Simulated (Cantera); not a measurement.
A closed system holds: 1 mol (CH3)2SiCl2, 0.98 mol HCl, 690 mol H2, held at 1950 °C and 0.00170 bar.

Cantera equilibrium calculation (NASA polynomials, part measured and part estimated; ideal gas, pure solids and liquids). Candidate condensed phases: C, C6H6, C7H8, C8H18, Si, SiC; 109 gas species. The feed counts by its element totals alone. Equilibrium is a limit: real reactors are often held back by kinetics, nucleation or transport.

Base state: H2 0.850, H 0.143, HCl 0.00354, C2H2 (acetylene) 0.00125, Si 0.00124, Cl 0.000433, SiC2 6.60e-5, SiH 1.99e-5 (mole fractions); condensed: gas only.

What changes in the equilibrium state with this change: H2 from 690 to 26 mol?


| species | before | after |
|---|---|---|
| H2 | 0.850 | 0.751 |
| H | 0.143 | 0.135 |
| HCl | 0.00354 | 0.0739 |
| Si | 0.00124 | 0.0223 |
| SiCl2 | 1.27e-7 | 0.00113 |
| Si2C | 2.23e-6 | 0.00101 |
| C(graphite), mol | 0 | 1.65 |
The tables' values for SiCl are old estimates; treat these amounts as uncertain. Gases not in the tables: Si2H6 and higher silanes.

What changes in the equilibrium state with this change: (CH3)2SiCl2 replaced by CH3SiCl3?


```tsv
species	before	after
H2	0.850	0.850
H	0.143	0.143
HCl	0.00354	0.00473
C2H2 (acetylene)	0.00125	0.000627
Si	0.00124	0.00127
SiC2	6.60e-5	3.39e-5
Cl	0.000433	0.000579
SiH	1.99e-5	2.05e-5
```
